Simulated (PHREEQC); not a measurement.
Polishing slurry liquid

Solution (9.7 °C): 1.2 mmol/kgw TMAH, 2.2 mmol/kgw K2SO4 and 110 mmol/kgw CuSO4. Closed to the air; pH follows from the charge balance.

All values are PHREEQC results (ion-association model, wateq4f.dat), not measurements.

Each row changes one thing in this solution. Precipitation was switched off in this run.

| case | pH | ionic strength (mol/kgw) | SO4-2 (mol/kgw) |
|---|---|---|---|
| as made | 5.39 | 0.236 | 0.0595 |
| 0.02 mol/kgw Ca(OH)2 added | 6.37 | 0.270 | 0.0680 |
| CuSO4 left out | 11.59 | 0.00773 | 0.00216 |
| diluted 100-fold with water | 5.68 | 0.00402 | 0.00101 |
| K2SO4 replaced by KHCO3 at the same molality | 5.50 | 0.232 | 0.0585 |
| CuSO4 replaced by H2SO4 at the same molality | 0.97 | 0.164 | 0.0261 |
| K2SO4 replaced by Na2SO4 at the same molality | 5.39 | 0.236 | 0.0595 |

Species that the database lacks are ignored. Some of these states are supersaturated (in Tenorite (slow to form), Cu(OH)2, Gypsum, for instance). (CH3)4N+ isn't in the database: it is added as a free cation with an ion size of 4 Å. At this temperature some constants are extrapolated from 25 °C, and those without enthalpy data are left unchanged.
